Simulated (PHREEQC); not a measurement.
Make-up at 85 °C: 43 mmol/kgw H2S, 13 mmol/kgw NaHCO3 and 24 mmol/kgw ZnCl2. Closed to the air; pH follows from the charge balance.

Equilibrium calculation in PHREEQC: ion-association model, phreeqc.dat.

Each row changes one thing in this solution. Precipitation was switched off in this run.

```
case                                            pH  ionic strength (mol/kgw)  Cl- (mol/kgw)  H2S (mol/kgw)  (CO2)2 (mol/kgw)  HCO3- (mol/kgw)  SI of Halite (NaCl)
--------------------------------------------  ----  ------------------------  -------------  -------------  ----------------  ---------------  -------------------
as made                                       1.72                    0.0500         0.0459        0.00710           1.28e-5          3.71e-7                -5.03
temperature from 85 to 15 °C                  1.82                    0.0560         0.0477         0.0123                 …          4.04e-7                -4.95
0.0009 mol/kgw KOH added                      1.73                    0.0500         0.0460        0.00694           1.28e-5          3.83e-7                -5.03
ZnCl2 from 0.024 to 0.048 mol/kgw                …                    0.1000         0.0832        0.00438           1.29e-5          3.67e-7                -4.83
ZnCl2 replaced by BaCl2 at the same molality  5.79                         …         0.0480         0.0345           5.52e-6          0.00300                -5.05
```

Q: Fill in the missing entries.

A: 
- temperature from 85 to 15 °C, (CO2)2 (mol/kgw): 2.21e-6
- ZnCl2 from 0.024 to 0.048 mol/kgw, pH: 1.68
- ZnCl2 replaced by BaCl2 at the same molality, ionic strength (mol/kgw): 0.0820

Some of these states are supersaturated (in Sphalerite (slow to form), for instance). Constants without temperature data keep their 25 °C values here.
